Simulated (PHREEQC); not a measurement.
A solution holds 0.018 mol NH4Br per kg of water, at 40 °C. Closed to the air; pH follows from the charge balance.

The numbers come from PHREEQC with the ion-association model, phreeqc.dat.

```json
[
 {"quantity": "pH", "before": "5.33", "after": "5.79"},
 {"quantity": "NH3 (mol/kgw)", "before": "5.20e-6", "after": "1.66e-6"}
]
```

Which change was made?
A) diluted 2-fold with water
B) NH4Br from 0.018 to 0.0018 mol/kgw
C) temperature from 40 to 45 °C
D) NH4Br replaced by (NH4)2HPO4 at the same molality

B, NH4Br from 0.018 to 0.0018 mol/kgw

No solid was allowed to form. At this temperature some constants are extrapolated from 25 °C, and those without enthalpy data are left unchanged.
